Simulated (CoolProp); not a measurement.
Saturation properties of c-C4F8 (RC318) (Tc = 388.4 K, pc = 2.778 MPa, ω = 0.355).

The numbers come from the reference Helmholtz-energy equation of state, Platzer 1990 in CoolProp. This equation is an older, rougher fit; its heat capacities, sound speeds and derivatives of the liquid may be far off and weren't checked against measurements.

```
T (K)  p (MPa)  enthalpy of vaporisation (kJ/kg)  vapour Z
-----  -------  --------------------------------  --------
290.5   0.2429                             107.6    0.9164
297.6   0.3071                             104.5    0.9007
304.7   0.3833                             101.2    0.8831
311.8      ___                             97.79    0.8636
318.9   0.5777                             94.13       ___
326     0.6988                             90.22    0.8179
333     0.8359                             86.09    0.7918
340.1   0.9944                             81.54    0.7625
347.2    1.175                             76.55    0.7298
354.3    1.378                             71.00    0.6931
361.4    1.608                             64.70    0.6512
368.5    1.865                               ___    0.6021
375.6      ___                               ___    0.5419
```

Task: What belongs in the gaps?

Result: 
- 311.8, p (MPa): 0.4731
- 318.9, vapour Z: 0.8419
- 368.5, enthalpy of vaporisation (kJ/kg): 57.30
- 375.6, p (MPa): 2.155
- 375.6, enthalpy of vaporisation (kJ/kg): 48.07

It boils at 267.2 K under 1 atm.
